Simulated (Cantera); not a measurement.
# Diamond growth

A diamond (100) surface in a fixed gas of H2 with x(CH4) = 0.0056, x(H) = 0.014, x(CH3) = 5e-05, at 925 K; coverages are run to steady state.

Computed with Cantera and the Harris–Goodwin 1993 mechanism for the reconstructed diamond (100) surface.

```csv
P (Pa),growth (µm/h),θ c6HH,θ c6H*,θ c6*H,θ c6**,θ c6HM
440,0.0781,0.665,0.0122,0.314,0.00545,0.00263
720,0.129,0.665,0.0122,0.314,0.00545,0.00266
1200,0.216,0.665,0.0122,0.314,0.00545,0.00267
1900,0.343,0.665,0.0122,0.314,0.00546,0.00268
3000,0.542,0.665,0.0123,0.314,0.00546,0.00268
4900,0.887,0.665,0.0123,0.314,0.00547,0.00269
7900,1.43,0.665,0.0124,0.313,0.00547,0.00269
13000,2.36,0.665,0.0125,0.313,0.00549,0.00269
```
θ: site fractions in the mechanism's names (c6HH fully hydrogenated, c6H* and c6*H radical sites, c6** diradical, c6HM methylated).
